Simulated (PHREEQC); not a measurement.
Model water analysis in mg/kgw, 25 °C, pH 6.3, pe 0.1:

| constituent | mg/kgw |
|---|---|
| Na | 0.0131 |
| K | 0.00544 |
| Ca | 0.0117 |
| Mg | 0.00135 |
| Cl | 0.0129 |
| S(6) as SO4 | 0.00111 |
| Alkalinity as HCO3 | 0.0616 |
| Ba | 0.000136 |
| Li | 2.66e-06 |
| Fe(2) | 0.000169 |
| Mn(2) | 0.00014 |

Valence states are taken as typed.

Model: ion-association model, phreeqc.dat, run in PHREEQC.

Each row changes one thing in this solution. This is a speciation only: nothing precipitates in the calculation.

```json
[
 {"case": "as made", "ionic strength (mol/kgw)": "2.27e-6", "CO2 (mol/kgw)": "1.68e-6", "HCO3- (mol/kgw)": "1.49e-6", "CO3-2 (mol/kgw)": "1.40e-10", "SI of Rhodochrosite (MnCO3)": "-7.32", "SI of Siderite (FeCO3)": "-7.49"},
 {"case": "Fe(2) from 0.000169 to 0.000507 mg/kgw", "ionic strength (mol/kgw)": "2.29e-6", "CO2 (mol/kgw)": "1.68e-6", "HCO3- (mol/kgw)": "1.49e-6", "CO3-2 (mol/kgw)": "1.40e-10", "SI of Rhodochrosite (MnCO3)": "-7.32", "SI of Siderite (FeCO3)": "-7.01"},
 {"case": "temperature from 25 to 30 °C at the same typed pH", "ionic strength (mol/kgw)": "2.27e-6", "CO2 (mol/kgw)": "1.58e-6", "HCO3- (mol/kgw)": "1.48e-6", "CO3-2 (mol/kgw)": "1.53e-10", "SI of Rhodochrosite (MnCO3)": "-7.27", "SI of Siderite (FeCO3)": "-7.42"},
 {"case": "pH from 6.3 to 6.6 at the same alkalinity", "ionic strength (mol/kgw)": "2.02e-6", "CO2 (mol/kgw)": "6.88e-7", "HCO3- (mol/kgw)": "1.22e-6", "CO3-2 (mol/kgw)": "2.29e-10", "SI of Rhodochrosite (MnCO3)": "-7.11", "SI of Siderite (FeCO3)": "-7.28"},
 {"case": "Na from 0.0131 to 0.00655 mg/kgw", "ionic strength (mol/kgw)": "2.13e-6", "CO2 (mol/kgw)": "1.68e-6", "HCO3- (mol/kgw)": "1.49e-6", "CO3-2 (mol/kgw)": "1.40e-10", "SI of Rhodochrosite (MnCO3)": "-7.32", "SI of Siderite (FeCO3)": "-7.49"}
]
```
